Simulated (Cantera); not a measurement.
Equilibrium for boron, boron nitride and boron oxide: B2O3 + O2 + N2

A closed system holds: 1 mol B2O3, 0.25 mol O2, a varied amount of N2, at 1900 °C and 0.620 bar.

Cantera equilibrium calculation (NASA polynomials, part measured and part estimated; ideal gas, pure solids and liquids). Candidate condensed phases: B, BN, B2O3; 17 gas species. Rates play no part.

From 0.32 mol N2 to 0.92 mol N2 the condensed part is B2O3(l). From 1.6 mol N2 to 65 mol N2 nothing is condensed. The main B-bearing gas is B2O3 throughout.

| n(N2) (mol) | x N2 | x B2O3 | x O2 | x BO2 | x NO | x O | x BO | x NO2 | n B2O3(l) |
|---|---|---|---|---|---|---|---|---|---|
| 0.32 | 0.326 | 0.386 | 0.245 | 0.0337 | 0.00824 | 0.00143 | 6.20e-5 | 9.30e-6 | 0.609 |
| 0.54 | 0.399 | 0.386 | 0.175 | 0.0310 | 0.00770 | 0.00121 | 6.75e-5 | 7.35e-6 | 0.462 |
| 0.92 | 0.462 | 0.386 | 0.116 | 0.0280 | 0.00675 | 0.000983 | 7.47e-5 | 5.24e-6 | 0.210 |
| 1.6 | 0.555 | 0.337 | 0.0778 | 0.0236 | 0.00606 | 0.000806 | 7.71e-5 | 3.86e-6 | 0 |
| 2.7 | 0.677 | 0.243 | 0.0552 | 0.0184 | 0.00564 | 0.000679 | 7.13e-5 | 3.03e-6 | 0 |
| 4.5 | 0.777 | 0.166 | 0.0371 | 0.0138 | 0.00496 | 0.000557 | 6.52e-5 | 2.18e-6 | 0 |
| 7.7 | 0.856 | 0.106 | 0.0231 | 0.00982 | 0.00411 | 0.000440 | 5.87e-5 | 1.43e-6 | 0 |
| 13 | 0.909 | 0.0666 | 0.0140 | 0.00685 | 0.00329 | 0.000342 | 5.26e-5 | 8.89e-7 | 0 |
| 22 | 0.944 | 0.0406 | 0.00817 | 0.00467 | 0.00256 | 0.000261 | 4.70e-5 | 5.29e-7 | 0 |
| 38 | 0.966 | 0.0239 | 0.00454 | 0.00309 | 0.00193 | 0.000195 | 4.18e-5 | 2.97e-7 | 0 |
| 65 | 0.980 | 0.0140 | 0.00248 | 0.00204 | 0.00144 | 0.000144 | 3.73e-5 | 1.64e-7 | 0 |
x: gas mole fraction; n: condensed amount in mol.
